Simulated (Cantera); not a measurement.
Premixed flame

A freely propagating, adiabatic, planar premixed flame of 9.21 % CH4, 2.67 % C2H6, 18.5 % O2, 69.6 % N2, equivalence ratio 1.5, unburnt at 700 K and 5480 Torr; mixture-averaged transport, grid criteria slope 0.08 and curve 0.16, no radiation.

Detailed kinetics in Cantera: GRI-Mech 3.0 (53 species, 325 reactions). Burning velocities carry a grid error of a few per cent, more on coarse grids.

```
z (mm)   T (K)  u (m/s)     x CH4    x C2H6      x O2      x OH     x NO      x O
-------  -----  -------  --------  --------  --------  --------  -------  -------
-0.336     701    0.513    0.0915    0.0266     0.184     <1e-8    <1e-8    <1e-8
-0.224     707    0.520    0.0906    0.0264     0.183     <1e-8    <1e-8    <1e-8
-0.168     727    0.538    0.0887    0.0261     0.180     <1e-8    <1e-8    <1e-8
-0.112     824    0.619    0.0823    0.0246     0.169     <1e-8  7.48e-8    <1e-8
-0.0560   1220    0.942    0.0593    0.0153     0.125   5.55e-6  1.04e-6  9.95e-7
-0.0280   1581     1.24    0.0378   0.00550    0.0801   5.85e-5  2.83e-6  1.66e-5
0         1912     1.53    0.0173  0.000596    0.0370  0.000255  5.55e-6  5.11e-5
0.0280    2095     1.68   0.00706   5.60e-5    0.0136  0.000465  9.70e-6  4.27e-5
0.0560    2169     1.74   0.00369   1.15e-5   0.00499  0.000485  1.39e-5  2.13e-5
0.112     2212     1.78   0.00196   1.82e-6  0.000891  0.000354  1.94e-5  5.22e-6
0.224     2222     1.79   0.00118   3.65e-7   7.01e-5  0.000238  2.51e-5  1.53e-6
0.448     2221     1.79  0.000659   9.31e-8   2.25e-6  0.000204  3.37e-5  1.10e-6
0.895     2218     1.79  0.000264   1.44e-8   9.84e-7  0.000193  4.85e-5  1.06e-6
```
x: mole fraction of selected species; z is measured from the peak of heat release.

| Item | Result |
|---|---|
| laminar burning velocity | 51.0 cm/s |
| thermal thickness | 0.112 mm |
| peak x(OH) | 0.000496 |
| peak x(O) | 5.33e-5 |
| grid points | 128 |
